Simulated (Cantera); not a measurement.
A perfectly stirred reactor is fed with 2.16 % C₂H₆, 95.2 % N₂, 2.60 % H₂O, at 750 Torr; it is held at 1000 K, and followed from long to short residence time.

Computed with Cantera and GRI-Mech 3.0 (53 species, 325 reactions). GRI-Mech 3.0 stops at C3 and has no aromatics, soot or wall deposition, so with more carbon than oxygen in the feed, carbon stays in small species such as C2H2 where larger ones or solid carbon would form.

**Question.** Predict: x(C₂H₆) at τ = 0.780 s; x(CH₃) at τ = 0.780 s; x(H₂) at τ = 0.780 s; x(H) at τ = 0.780 s; x(C₂H₆) at τ = 4.70 ms; x(CH₃) at τ = 4.70 ms; x(H₂) at τ = 4.70 ms; x(H) at τ = 4.70 ms.

**Answer.** 
```json
{
  "x(C₂H₆) at τ = 0.780 s": "0.0169",
  "x(CH₃) at τ = 0.780 s": "8.37e-8",
  "x(H₂) at τ = 0.780 s": "0.00463",
  "x(H) at τ = 0.780 s": "2.28e-8",
  "x(C₂H₆) at τ = 4.70 ms": "0.0216",
  "x(CH₃) at τ = 4.70 ms": "2.75e-8",
  "x(H₂) at τ = 4.70 ms": "5.91e-6",
  "x(H) at τ = 4.70 ms": "3.70e-9"
}
```
